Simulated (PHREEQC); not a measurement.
Make-up at 20 °C: 0.0031 mol HF, 0.00013 mol NH4F and 0.019 mol H2SiF6 per kg of water. Closed to the air; pH follows from the charge balance.

Equilibrium calculation in PHREEQC: ion-association model, phreeqc.dat.

```csv
quantity,before,after
pH,1.50,1.81
ionic strength (mol/kgw),0.0557,0.0563
F- (mol/kgw),0.000172,0.000293
```

Task: What was changed between the two runs?
(A) H2SiF6 replaced by NaBF4 at the same molality
(B) 0.0096 mol/kgw Na2S added
(C) temperature from 20 to 40 °C
(D) H2SiF6 replaced by Na2SiO3 at the same molality
(E) temperature from 20 to 30 °C

Result: B, 0.0096 mol/kgw Na2S added

This is a speciation only: nothing precipitates in the calculation. Some of these states are supersaturated (in Quartz (slow to form), Chalcedony (slow to form), for instance). SiF6-2 is the database's only silicon fluoride.
